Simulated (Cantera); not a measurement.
Charge: 1 mol SO₂, 0.053 mol O₂, at 1048 K and 0.323 Torr.

Equilibrium computed with Cantera from the NASA thermochemical tables; the gas is ideal and each condensed phase is pure. Candidate condensed phases: S; 10 gas species. Rates play no part.

Base state: SO₂ 0.947, O₂ 0.0482, SO₃ 0.00455 (mole fractions); condensed: gas only.

Task: What changes in the equilibrium state with this change: O₂ from 0.053 to 0.29 mol?

Result: 
```
species   before    after
-------  -------  -------
SO₂        0.947    0.770
O₂        0.0482    0.222
SO₃      0.00455  0.00794
```
